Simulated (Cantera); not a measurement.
**Equilibrium for calcination and drying: Ca(OH)2 + H2O**

Charge: 1 mol Ca(OH)2, 3.2 mol H2O, at 0.133 bar.

Cantera equilibrium calculation (NASA polynomials, part measured and part estimated; ideal gas, pure solids and liquids). Candidate condensed phases: Ca, CaO, Ca(OH)2, H2O; 14 gas species. Kinetics and transport are ignored.

```json
[
 {"T (K)": "1100", "log p H2O": "-0.88", "log p H2": "-6.40", "log p OH": "-7.61", "log p O2": "-6.71", "log p H": "-10.79", "n CaO(s)": "1.00"},
 {"T (K)": "1200", "log p H2O": "-0.88", "log p H2": "-5.74", "log p OH": "-6.81", "log p O2": "-6.06", "log p H": "-9.58", "n CaO(s)": "1.00"},
 {"T (K)": "1300", "log p H2O": "-0.88", "log p H2": "-5.18", "log p OH": "-6.12", "log p O2": "-5.51", "log p H": "-8.55", "n CaO(s)": "1.00"},
 {"T (K)": "1400", "log p H2O": "-0.88", "log p H2": "-4.70", "log p OH": "-5.54", "log p O2": "-5.04", "log p H": "-7.66", "n CaO(s)": "1.000"},
 {"T (K)": "1500", "log p H2O": "-0.88", "log p H2": "-4.29", "log p OH": "-5.03", "log p O2": "-4.63", "log p H": "-6.90", "n CaO(s)": "1.000"},
 {"T (K)": "1600", "log p H2O": "-0.88", "log p H2": "-3.92", "log p OH": "-4.59", "log p O2": "-4.27", "log p H": "-6.22", "n CaO(s)": "1.000"},
 {"T (K)": "1700", "log p H2O": "-0.88", "log p H2": "-3.60", "log p OH": "-4.20", "log p O2": "-3.95", "log p H": "-5.63", "n CaO(s)": "1.000"},
 {"T (K)": "1800", "log p H2O": "-0.88", "log p H2": "-3.31", "log p OH": "-3.85", "log p O2": "-3.68", "log p H": "-5.10", "n CaO(s)": "1.000"},
 {"T (K)": "1900", "log p H2O": "-0.88", "log p H2": "-3.05", "log p OH": "-3.54", "log p O2": "-3.43", "log p H": "-4.63", "n CaO(s)": "1.000"},
 {"T (K)": "2000", "log p H2O": "-0.88", "log p H2": "-2.82", "log p OH": "-3.26", "log p O2": "-3.20", "log p H": "-4.20", "n CaO(s)": "1.000"},
 {"T (K)": "2100", "log p H2O": "-0.89", "log p H2": "-2.61", "log p OH": "-3.01", "log p O2": "-3.01", "log p H": "-3.81", "n CaO(s)": "0.999"},
 {"T (K)": "2200", "log p H2O": "-0.90", "log p H2": "-2.43", "log p OH": "-2.79", "log p O2": "-2.83", "log p H": "-3.46", "n CaO(s)": "0.998"}
]
```
log p: log10 of the partial pressure in bar; n: condensed amount in mol.

From 1100 K to 2200 K the condensed part is CaO(s).
